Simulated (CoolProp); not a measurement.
Vapour-liquid equilibrium of nitrogen (1) + methane (2) at 110.7 K; x and y are mole fractions of (1).

The numbers come from the multi-fluid Helmholtz-energy mixture model, Span 2000 and Setzmann 1991; pair parameters Kunz 2012 in CoolProp.

| x | bubble pressure (kPa) | y at the bubble point | dew pressure at overall composition x (kPa) | liquid density (mol/L) |
|---|---|---|---|---|
| 0.05 | 208.7 | 0.552 | 98.45 | 26.31 |
| 0.125 | 359.0 | 0.744 | 107.0 | 26.13 |
| 0.2 | 488.2 | 0.816 | 117.2 | 25.95 |
| 0.275 | 601.1 | 0.855 | 129.4 | 25.75 |
| 0.35 | 701.7 | 0.880 | 144.4 | 25.53 |
| 0.425 | 793.5 | 0.899 | 163.2 | 25.28 |
| 0.5 | 879.6 | 0.913 | 187.4 | 25.01 |
| 0.575 | 962.9 | 0.926 | 219.9 | 24.71 |
| 0.65 | 1046 | 0.938 | 265.7 | 24.37 |
| 0.725 | 1132 | 0.949 | 335.1 | 23.98 |
| 0.8 | 1224 | 0.961 | 451.5 | 23.54 |
| 0.875 | 1325 | 0.974 | 677.7 | 23.03 |
| 0.95 | 1440 | 0.989 | 1139 | 22.44 |

No azeotrope shows between x = 0.05 and 0.95.

Pair parameters are fitted to limited data, so mixtures are less certain than the pure fluids. The gap from Raoult's law changes sign with composition, which may be real or a fault of the pair parameters; it wasn't checked against measurements.
